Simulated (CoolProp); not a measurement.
Values from CoolProp's reference Helmholtz-energy equation of state, Setzmann 1991.

Q: Give the vapour pressure (MPa), enthalpy of vaporisation (kJ/kg), liquid cp (kJ/(kg K)), surface tension (mN/m) of saturated methane at 152.6 K.

A: 
| T (K) | p (MPa) | enthalpy of vaporisation (kJ/kg) | liquid cp (kJ/(kg K)) | surface tension (mN/m) |
|---|---|---|---|---|
| 152.6 | 1.17 | 403 | 4.13 | 5.34 |

Surface tension comes from a separate correlation (Mulero 2012).
